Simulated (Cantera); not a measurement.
Cantera run:

```python
import numpy as np
import cantera as ct

gas_names = """
    C CH CH2 CH3 CH2OH CH3O CH4 CH3OH CN CO CO2 COOH C2 C2H CHCO,ketyl C2H2,acetylene C2H2,vinylidene
    CH2CO,ketene C2H3,vinyl CH3CN CH3CO,acetyl C2H4 C2H4O,ethylen CH3CHO,ethanal CH3COOH (HCOOH)2 C2H5
    C2H6 CH3OCH3 C2H5OH CCN CNC C2N2 C2O C3 C3H3,propargyl C3H4,allene C3H4,propyne C3H4,cyclo-
    C3H5,allyl C3H6,propylene C3H6,cyclo- C3H6O C3H7,n-propyl C3H7,i-propyl C3H8 C3H8O,1propanol
    C3H8O,2propanol C3O2 C4 C4H2 C4H4,1,3-cyclo- C4H6,butadiene C4H6,2-butyne C4H6,cyclo- C4H8,1-butene
    C4H8,cis2-buten C4H8,tr2-butene C4H8,isobutene C4H8,cyclo- (CH3COOH)2 C4H9,n-butyl C4H9,i-butyl
    C4H9,s-butyl C4H9,t-butyl C4H10,isobutane C4H10,n-butane C4N2 C5 C5H6,1,3cyclo- C5H8,cyclo-
    C5H10,1-pentene C5H10,cyclo- C5H11,pentyl C5H11,t-pentyl C5H12,n-pentane C5H12,i-pentane
    CH3C(CH3)2CH3 C6H2 C6H5,phenyl C6H5O,phenoxy C6H6 C6H5OH,phenol C6H10,cyclo- C6H12,1-hexene
    C6H12,cyclo- C6H13,n-hexyl C7H7,benzyl C7H8 C7H8O,cresol C7H14,1-heptene C7H15,n-heptyl
    C7H16,n-heptane C8H8,styrene C8H10,ethylbenz C8H16,1-octene C8H17,n-octyl C8H18,isooctane
    C8H18,n-octane C9H19,n-nonyl C10H8,naphthale C10H21,n-decyl C12H9,o-bipheny C12H10,bipheny H HCN HCO
    HCCN HNC HNCO HNO HNO2 HNO3 HO2 H2 HCHO,formaldehy HCOOH H2O H2O2 N NCO NH NH2 NH3 NH2OH NO NO2 NO3
    N2 N2H2 N2H4 N2O O OH O2 O3 Si SiC SiC2 SiC4H12 SiH SiH2 SiH3 SiH4 SiN SiO SiO2 Si2 Si2C Si2N Si3
""".split()
cond_names = """
    C(gr) C6H6(L) C7H8(L) C8H18(L),n-octa H2O(s) H2O(L) Si(cr) Si(L) SiC(b) SiO2(Lqz) SiO2(hqz) SiO2(L)
    Si2N2O(s) Si3N4(a)
""".split()


def load(file, names, dense=False):
    # The tables refer to 1 bar. Condensed volumes are neglected.
    table = {s.name: s for s in ct.Species.list_from_file(file)}
    out = []
    for n in names:
        d = dict(table[n].input_data)
        d["thermo"] = dict(d["thermo"], **{"reference-pressure": 1e5})
        if dense:
            d["equation-of-state"] = {"model": "constant-volume", "density": "1e6 g/cm^3"}
        out.append(ct.Species.from_dict(d))
    return out


gas = ct.Solution(thermo="ideal-gas", species=load("nasa_gas.yaml", gas_names))
cond = {s.name: ct.Solution(thermo="fixed-stoichiometry", species=[s], name=s.name)
        for s in load("nasa_condensed.yaml", cond_names, dense=True)}
atoms = {
    'TEOS': {'Si': 1, 'C': 8, 'H': 20, 'O': 4},
    'O2': {'O': 2},
    'H2': {'H': 2},
    'N2O': {'N': 2, 'O': 1},
}
top_T = {'C(gr)': 4500, 'SiC(b)': 3050, 'Si2N2O(s)': 2100, 'Si3N4(a)': 2400}  # K; cautious upper limits of use, not melting points


def equilibrate(T, P, feed):
    n = {}
    for name, mol in feed.items():
        for a, k in atoms[name].items():
            n[a] = n.get(a, 0.0) + k * mol
    gas.TPX = T, P, n
    mass = sum(n.values()) * gas.mean_molecular_weight
    gas.equilibrate("TP")
    valid = [c for c in cond.values() if c.min_temp <= T <= top_T.get(c.name, c.max_temp)]
    mix = ct.Mixture([(gas, mass / gas.mean_molecular_weight)] + [(c, 0.0) for c in valid])
    mix.T, mix.P = T, P
    mix.equilibrate("TP", solver="vcs", rtol=1e-11, max_steps=5000)
    return mix


results = []
T = 1350  # K
P = 1700  # Pa
for m in [0.83, 1.3, 2.2, 3.5, 5.6, 9.1, 15]:
    feed = {'TEOS': 1, 'O2': m, 'H2': 66, 'N2O': 0.32}  # mol
    mix = equilibrate(T, P, feed)
    results.append((T, P, feed, dict(zip(mix.species_names, mix.species_moles))))

top = {s: max(r[3][s] / sum(r[3][g] for g in gas_names) for r in results) for s in gas_names}
cols = sorted((s for s in top if top[s] > 1e-06), key=lambda s: -top[s])[:5]
seen = [c for c in cond_names if any(r[3].get(c, 0) > 1e-12 for r in results)]
print("log10 of partial pressures in bar; condensed amounts in mol")
print(f"{'n(O2)':>10s}" + "".join(f"{s[:9]:>10s}" for s in cols + seen))
for T, P, feed, n in results:
    ng = sum(n[g] for g in gas_names)
    print(f"{feed['O2']:10.4g}" + "".join(f"{np.log10(max(n[s] / ng * P / 1e5, 1e-99)):10.3f}" for s in cols)
          + "".join(f"{n.get(c, 0):10.4g}" for c in seen))
```

It prints:

```
log10 of partial pressures in bar; condensed amounts in mol
     n(O2)        H2       H2O        CO       CO2        N2     C(gr)    SiC(b) SiO2(hqz) Si2N2O(s)
      0.83    -1.801    -6.970    -2.927    -8.390    -5.220     1.896    0.4129         0    0.2908
       1.3    -1.806    -6.914    -2.866    -8.267    -5.281     0.969    0.4049         0    0.2943
       2.2    -1.812    -6.860    -2.806    -8.148    -5.341    0.2629   0.03699    0.3609    0.2973
       3.5    -1.822    -3.598    -2.796    -4.865    -4.190         0         0         1         0
       5.6    -1.846    -2.977    -2.808    -4.233    -4.190         0         0         1         0
       9.1    -1.888    -2.622    -2.831    -3.859    -4.190         0         0         1         0
        15    -1.970    -2.336    -2.878    -3.538    -4.190         0         0         1         0
```

Cantera equilibrium calculation (NASA polynomials, part measured and part estimated; ideal gas, pure solids and liquids). The feed counts by its element totals alone. Mutual solubility and eutectic melting of coexisting phases are not modelled. The tables hold silica as quartz up to 1696 K and as liquid above; real silica turns to tridymite and cristobalite and melts near 1996 K.
